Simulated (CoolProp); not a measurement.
A single-stage vapour-compression cycle with R11: evaporating at 325.15 K (dew point), condensing at 381.15 K (bubble point), superheat 10 K, subcooling 0 K, compressor efficiency 0.75, no pressure losses. Each further row changes one setting.

The numbers come from the reference Helmholtz-energy equation of state, Jacobsen 1992 in CoolProp.

| case | cooling COP | pressure ratio | discharge temperature (K) | refrigerating effect (kJ/kg) | volumetric capacity (kJ/m³) |
|---|---|---|---|---|---|
| as stated | 3.46 | 3.89 | 403.5 | 123 | 1620 |
| evaporating temperature 330.15 K | 3.93 | 3.38 | … | 126 | 1890 |
| condensing temperature 376.15 K | 3.90 | … | 397.8 | 128 | 1680 |
| subcooling 5 K | 3.60 | 3.89 | 403.5 | 128 | 1680 |
| superheat 20 K | 3.50 | 3.89 | 414.4 | 130 | 1640 |
| compressor efficiency 0.65 | 3.00 | 3.89 | … | 123 | 1620 |

Some entries are withheld; supply them.


- evaporating temperature 330.15 K, discharge temperature (K): 401.9
- condensing temperature 376.15 K, pressure ratio: 3.51
- compressor efficiency 0.65, discharge temperature (K): 411.1
